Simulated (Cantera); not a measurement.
A perfectly stirred reactor is fed with 10.6 % CH₃OH, 9.94 % O₂, 79.5 % N₂, at 1.00 bar; it is adiabatic with a 550 K inlet, and is followed from long to short residence time, starting on the burning branch (τ in s: 0.44, 0.15, 0.051, 0.018, 0.006, 0.002, 0.0007, 0.00024, 8.2e-05).

Computed with Cantera and GRI-Mech 3.0 (53 species, 325 reactions). GRI-Mech 3.0 was tuned for natural gas; its chemistry of methanol as a main component is partial and can be far from experiment.

One state of this run: T (K) = 1550; x CH₃OH = 4.92e-5; x O₂ = 0.00122; x N₂O = 3.22e-9; x C₂H₂ = 1.28e-5; x C₂H₄ = 1.16e-6; x CO₂ = 0.0403. x: mole fraction; the columns are a selection and need not sum to one.

### Question
Which value of τ (s) does it belong to?
A) 0.00024
B) 8.2e-5
C) 0.15
D) 0.0060

### Answer
D, 0.0060
